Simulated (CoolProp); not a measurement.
A single-stage vapour-compression cycle with R365MFC: evaporating at 285.15 K (dew point), condensing at 346.15 K (bubble point), superheat 10 K, subcooling 8 K, compressor efficiency 0.8, no pressure losses. Each further row changes one setting.

Values from CoolProp's reference Helmholtz-energy equation of state, Lemmon 2016.

```tsv
case	cooling COP	pressure ratio	discharge temperature (K)	refrigerating effect (kJ/kg)	volumetric capacity (kJ/m³)
as stated	2.98	8.88	346.1	136	273
evaporating temperature 290.15 K	…	7.12	346.1	…	…
condensing temperature 341.15 K	3.36	7.68	342.0	144	288
subcooling 13 K	3.14	8.88	346.1	144	288
superheat 20 K	…	8.88	356.0	146	283
compressor efficiency 0.7	…	8.88	351.3	136	273
```

### Question
Fill in the missing entries.

### Answer

- evaporating temperature 290.15 K, cooling COP: 3.40
- evaporating temperature 290.15 K, refrigerating effect (kJ/kg): 141
- evaporating temperature 290.15 K, volumetric capacity (kJ/m³): 347
- superheat 20 K, cooling COP: 3.07
- compressor efficiency 0.7, cooling COP: 2.60

The compression ends wet for: as stated; evaporating temperature 290.15 K; subcooling 13 K.
